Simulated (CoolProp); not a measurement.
Computed with CoolProp (reference Helmholtz-energy equation of state, Tillner-Roth 1997).

Q: Give the vapour pressure (MPa), liquid density (kg/m³), surface tension (mN/m), vapour viscosity (µPa s) of saturated CH2F2 (R32) at -86.45, -62.75, -44.95 °C.

A: 
| T (°C) | p (MPa) | liquid density (kg/m³) | surface tension (mN/m) | vapour viscosity (µPa s) |
|---|---|---|---|---|
| -86.45 | 0.0117 | 1300 | 27.8 | 8.27 |
| -62.75 | 0.0556 | 1240 | 22.9 | 9.35 |
| -44.95 | 0.141 | 1190 | 19.3 | 10.2 |

Viscosity comes from a separate model (Bell 2016), an estimate that may be off by 10 % or more. Surface tension comes from a separate correlation (Mulero 2012).
